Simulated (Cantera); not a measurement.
A freely propagating, adiabatic, planar premixed flame of CH₄ : H₂ : O₂ : N₂ = 1 : 0.064 : 2.9 : 9 (molar parts), unburnt at 650 K and 2030 Torr; mixture-averaged transport, grid criteria slope 0.08 and curve 0.16, no radiation.

Detailed kinetics in Cantera: GRI-Mech 3.0 (53 species, 325 reactions). Burning velocities carry a grid error of a few per cent, more on coarse grids.

Problem. How do the results move with these cheaper or finer settings: unity-Lewis-number transport; multicomponent transport; multicomponent+Soret transport; grid criteria slope 0.5, curve 1; grid criteria slope 0.25, curve 0.5; grid criteria slope 0.03, curve 0.06?

Solution. 
```tsv
setting	laminar burning velocity	thermal thickness	peak x(C₂H₄)	peak x(CH₂O)	grid points
as above	108 cm/s	0.143 mm	0.000345	0.00135	139
unity-Lewis-number transport	98.6 cm/s	0.138 mm	0.000259	0.00109	124
multicomponent transport	109 cm/s	0.144 mm	0.000354	0.00136	139
multicomponent+Soret transport	107 cm/s	0.145 mm	0.000346	0.00135	139
grid criteria slope 0.5, curve 1	120 cm/s	0.159 mm	0.000351	0.00138	32
grid criteria slope 0.25, curve 0.5	112 cm/s	0.149 mm	0.000345	0.00135	53
grid criteria slope 0.03, curve 0.06	107 cm/s	0.142 mm	0.000344	0.00135	344
```
The base run took around 17 core-seconds (rough).
Unity Lewis numbers drop preferential diffusion, which matters most where H2 and H carry the flame; Soret adds thermal diffusion.
